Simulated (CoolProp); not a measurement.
Saturation properties of R227EA.

The numbers come from the reference Helmholtz-energy equation of state, Lemmon 2016 in CoolProp.

| T (K) | p (bar) | enthalpy of vaporisation (kJ/kg) | liquid viscosity (µPa s) |
|---|---|---|---|
| 244.1 | 0.5653 | 137.1 | 497 |
| 247.6 | [?] | 135.6 | 473 |
| 251.1 | 0.7865 | 134.2 | [?] |
| 254.5 | [?] | [?] | 430 |
| 258 | 1.066 | 131.3 | 410 |
| 261.5 | 1.236 | [?] | 391 |
| 264.9 | 1.419 | 128.2 | [?] |
| 268.4 | 1.630 | 126.6 | [?] |
| 271.9 | 1.864 | 125.0 | 340 |
| 275.4 | 2.123 | 123.4 | 325 |
| 278.8 | 2.401 | 121.7 | 310 |
| 282.3 | 2.715 | 120.0 | 296 |
| 285.8 | 3.059 | 118.2 | 283 |
| 289.2 | 3.425 | 116.5 | 270 |

Problem. Complete the blanks.

Solution. 
- 247.6, p (bar): 0.6687
- 251.1, liquid viscosity (µPa s): 451
- 254.5, p (bar): 0.9160
- 254.5, enthalpy of vaporisation (kJ/kg): 132.8
- 261.5, enthalpy of vaporisation (kJ/kg): 129.7
- 264.9, liquid viscosity (µPa s): 374
- 268.4, liquid viscosity (µPa s): 357

It boils at 256.8 K under 1 atm.

Viscosity comes from a separate model (Huber 2003), an estimate that may be off by 10 % or more.
